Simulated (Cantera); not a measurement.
A closed system holds: 1 mol trisilylamine, 29 mol N2, 5.4 mol NH3, equilibrated at 1.00 mbar.

Method: chemical equilibrium by Gibbs-energy minimisation in Cantera with the NASA 1993 tables (ideal gas, pure condensed phases). Candidate condensed phases: Si, Si3N4; 18 gas species. The feed counts by its element totals alone. Gases not in the tables: Si2H6 and higher silanes. Rates play no part.

Q: Which condensed phases are stable at each of these points (T (K)): 823, 1023, 1223, 1423, 1623, 1823, 2023?

A: 
| T (K) | condensed phases | Si condensed (%) |
|---|---|---|
| 823 | Si3N4(s) | 100.0 |
| 1023 | Si3N4(s) | 100.0 |
| 1223 | Si3N4(s) | 100.0 |
| 1423 | Si3N4(s) | 100.0 |
| 1623 | Si3N4(s) | 99.8 |
| 1823 | Si(l) | 92.8 |
| 2023 | Si(l) | 2.6 |

From 823 K to 1623 K the condensed part is Si3N4(s). From 1823 K to 2023 K the condensed part is Si(l).
